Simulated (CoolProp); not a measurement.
A simple Rankine cycle with cyclohexane: condensing at 298.15 K, boiler at 3.13 MPa, turbine inlet 572.6 K, turbine efficiency 0.9, pump efficiency 0.7, no recuperator. Each further row changes one setting.

Computed with CoolProp (reference Helmholtz-energy equation of state, Zhou 2014).

```json
[
 {"case": "as stated", "thermal efficiency (%)": "25.7", "net work (kJ/kg)": "?", "heat in (kJ/kg)": "865", "turbine exit temperature (K)": "449.3", "volume ratio over the turbine": "265"},
 {"case": "turbine inlet 592.6 K", "thermal efficiency (%)": "25.4", "net work (kJ/kg)": "235", "heat in (kJ/kg)": "925", "turbine exit temperature (K)": "471.8", "volume ratio over the turbine": "?"},
 {"case": "condensing temperature 290.15 K", "thermal efficiency (%)": "26.9", "net work (kJ/kg)": "?", "heat in (kJ/kg)": "880", "turbine exit temperature (K)": "?", "volume ratio over the turbine": "379"},
 {"case": "boiler pressure 2.19 MPa", "thermal efficiency (%)": "?", "net work (kJ/kg)": "218", "heat in (kJ/kg)": "?", "turbine exit temperature (K)": "462.7", "volume ratio over the turbine": "167"},
 {"case": "turbine efficiency 0.8", "thermal efficiency (%)": "22.8", "net work (kJ/kg)": "197", "heat in (kJ/kg)": "865", "turbine exit temperature (K)": "461.6", "volume ratio over the turbine": "273"}
]
```

**Question.** Fill in the missing entries.

**Answer.** 
- as stated, net work (kJ/kg): 223
- turbine inlet 592.6 K, volume ratio over the turbine: 254
- condensing temperature 290.15 K, net work (kJ/kg): 237
- condensing temperature 290.15 K, turbine exit temperature (K): 442.1
- boiler pressure 2.19 MPa, thermal efficiency (%): 24.5
- boiler pressure 2.19 MPa, heat in (kJ/kg): 888
